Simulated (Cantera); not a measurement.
Feed: 1 mol SiCl4, 73 mol N2, 1.5 mol H2, 1.7 mol NH3, at 1675 °C and 30.0 mbar.

Equilibrium computed with Cantera from the NASA thermochemical tables; the gas is ideal and each condensed phase is pure. Candidate condensed phases: NH4Cl, Si, Si3N4; 28 gas species. The tables' values for SiCl, SiCl3, SiN are old estimates; treat these amounts as uncertain. Kinetics and transport are ignored.

Base state: N2 0.923, H2 0.0375, HCl 0.0250, SiCl2 0.0120, H 0.00126, Cl 0.000632, Si 0.000219, SiCl 0.000188 (mole fractions); condensed: gas only.

Q: What changes in the equilibrium state with this change: H2 from 1.5 to 0.14 mol?

A: 
| species | before | after |
|---|---|---|
| N2 | 0.923 | 0.939 |
| HCl | 0.0250 | 0.0249 |
| H2 | 0.0375 | 0.0213 |
| SiCl2 | 0.0120 | 0.0123 |
| Si | 0.000219 | 0.000129 |
| SiN | 1.08e-5 | 6.38e-6 |
The tables' values for SiCl, SiCl3 are old estimates; treat these amounts as uncertain.
